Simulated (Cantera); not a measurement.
A perfectly stirred reactor is fed with 22.5 % H₂, 77.5 % O₂, equivalence ratio 0.14, at 28.5 Torr; it is held at 1148 K, and followed from long to short residence time.

Detailed kinetics in Cantera: GRI-Mech 3.0 (53 species, 325 reactions). Radical loss at walls, strong at low pressure, is not modelled. The temperature is held fixed by assumption; the heat of reaction is taken as removed at once.

One state of this run: x H₂ = 0.00356; x O₂ = 0.740; x H₂O = 0.245; x H₂O₂ = 1.47e-6; x O = 0.00565. x: mole fraction; the columns are a selection and need not sum to one.

Question: Which value of τ (s) does it belong to?
A. 0.0049
B. 0.0019
C. 0.031
D. 0.20

Answer: C, 0.031
